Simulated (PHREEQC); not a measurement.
NaOH is added in steps, without added water, to 1 kg of water holding 0.0052 mol KH2PO4, 0.00038 mol Na2B4O7 and 0.27 mol KCl, at 25 °C. O2 is buffered at 0.21 atm. No CO2 enters from the air. Solids allowed: Halite. Others were left out.

Base run: PHREEQC, ion-association model, wateq4f.dat. Each further column changes one thing. The table gives HPO4-2 (mol/kgw).

```json
[
 {"NaOH added (mol)": "0", "base": "0.000670", "Debye-Hückel limiting law": "0.000731", "metal-ligand complexes left out": "0.000760", "Davies equation for every ion": "0.000657", "all activity coefficients set to 1": "0.000494"},
 {"NaOH added (mol)": "0.002167", "base": "0.00257", "Debye-Hückel limiting law": "0.00280", "metal-ligand complexes left out": "0.00292", "Davies equation for every ion": "0.00252", "all activity coefficients set to 1": "0.00189"},
 {"NaOH added (mol)": "0.004333", "base": "0.00436", "Debye-Hückel limiting law": "0.00478", "metal-ligand complexes left out": "0.00494", "Davies equation for every ion": "0.00428", "all activity coefficients set to 1": "0.00320"},
 {"NaOH added (mol)": "0.0065", "base": "0.00435", "Debye-Hückel limiting law": "0.00452", "metal-ligand complexes left out": "0.00493", "Davies equation for every ion": "0.00427", "all activity coefficients set to 1": "0.00331"},
 {"NaOH added (mol)": "0.007583", "base": "0.00400", "Debye-Hückel limiting law": "0.00388", "metal-ligand complexes left out": "0.00450", "Davies equation for every ion": "0.00394", "all activity coefficients set to 1": "0.00322"},
 {"NaOH added (mol)": "0.00975", "base": "0.00338", "Debye-Hückel limiting law": "0.00274", "metal-ligand complexes left out": "0.00375", "Davies equation for every ion": "0.00335", "all activity coefficients set to 1": "0.00305"},
 {"NaOH added (mol)": "0.01192", "base": "0.00288", "Debye-Hückel limiting law": "0.00193", "metal-ligand complexes left out": "0.00315", "Davies equation for every ion": "0.00288", "all activity coefficients set to 1": "0.00289"},
 {"NaOH added (mol)": "0.01408", "base": "0.00248", "Debye-Hückel limiting law": "0.00141", "metal-ligand complexes left out": "0.00269", "Davies equation for every ion": "0.00250", "all activity coefficients set to 1": "0.00275"},
 {"NaOH added (mol)": "0.01625", "base": "0.00217", "Debye-Hückel limiting law": "0.00108", "metal-ligand complexes left out": "0.00232", "Davies equation for every ion": "0.00220", "all activity coefficients set to 1": "0.00262"},
 {"NaOH added (mol)": "0.01842", "base": "0.00191", "Debye-Hückel limiting law": "0.000856", "metal-ligand complexes left out": "0.00203", "Davies equation for every ion": "0.00195", "all activity coefficients set to 1": "0.00250"},
 {"NaOH added (mol)": "0.0195", "base": "0.00180", "Debye-Hückel limiting law": "0.000774", "metal-ligand complexes left out": "0.00191", "Davies equation for every ion": "0.00184", "all activity coefficients set to 1": "0.00244"},
 {"NaOH added (mol)": "0.02167", "base": "0.00162", "Debye-Hückel limiting law": "0.000646", "metal-ligand complexes left out": "0.00170", "Davies equation for every ion": "0.00166", "all activity coefficients set to 1": "0.00234"},
 {"NaOH added (mol)": "0.02383", "base": "0.00146", "Debye-Hückel limiting law": "0.000552", "metal-ligand complexes left out": "0.00153", "Davies equation for every ion": "0.00151", "all activity coefficients set to 1": "0.00224"},
 {"NaOH added (mol)": "0.026", "base": "0.00133", "Debye-Hückel limiting law": "0.000479", "metal-ligand complexes left out": "0.00139", "Davies equation for every ion": "0.00138", "all activity coefficients set to 1": "0.00215"}
]
```

H3PO4, which wateq4f.dat lacks, is added to it with the constant of phreeqc.dat.
